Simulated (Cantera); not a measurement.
Input: 1 mol CaCO3, 1.1 mol H2O, equilibrated at 1.90 mbar.

Method: chemical equilibrium by Gibbs-energy minimisation in Cantera with the NASA 1993 tables (ideal gas, pure condensed phases). Candidate condensed phases: C, C6H6, C7H8, C8H18, Ca, CaCO3, CaO, Ca(OH)2, H2O; 115 gas species. Kinetics and transport are ignored.

Question: At 1402 °C, list the 7 most abundant gas species with their mole fractions, and the condensed phases.

Answer: H2O 0.518, CO2 0.466, CO 0.00781, O2 0.00489, H2 0.00262, OH 0.00130, H 0.000136. Condensed: CaO(s).
